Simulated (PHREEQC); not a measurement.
Solution (40 °C): 0.13 mol/kgw HF, 0.0026 mol/kgw (CH3)4NF, 1.3e-06 mol/kgw H4SiO4 and 0.01 mol/kgw HCl. Closed to the air; pH follows from the charge balance.

All values are PHREEQC results (ion-association model, wateq4f.dat), not measurements.

Each row changes one thing in this solution. Precipitation was switched off in this run.

```tsv
case	pH	ionic strength (mol/kgw)	HF (mol/kgw)	H2F2 (mol/kgw)	F- (mol/kgw)	HF2- (mol/kgw)
as made	1.91	0.0164	0.0964	0.0140	0.00454	0.00184
HF from 0.13 to 0.026 mol/kgw	…	0.0119	0.0247	0.000916	0.00168	0.000175
H4SiO4 replaced by H2SiF6 at the same molality	1.91	0.0164	0.0965	0.0140	0.00454	0.00184
diluted 100-fold with water	3.19	0.000691	0.000731	7.99e-7	0.000589	…
H4SiO4 left out	1.91	0.0164	0.0965	0.0140	0.00454	0.00184
(CH3)4NF from 0.0026 to 0.026 mol/kgw	2.38	0.0307	0.0994	0.0149	0.0146	0.00613
```

Q: What belongs in the gaps?

A: 
- HF from 0.13 to 0.026 mol/kgw, pH: 2.08
- diluted 100-fold with water, HF2- (mol/kgw): 1.81e-6

(CH3)4N+ isn't in the database: it is added as a free cation with an ion size of 4 Å. wateq4f.dat counts part of the HF as a dimer, H2F2, which phreeqc.dat doesn't know; its constant is uncertain. Away from 25 °C the constants follow the database's enthalpies or fits; those with neither stay at their 25 °C values. SiF6-2 is the database's only silicon fluoride.
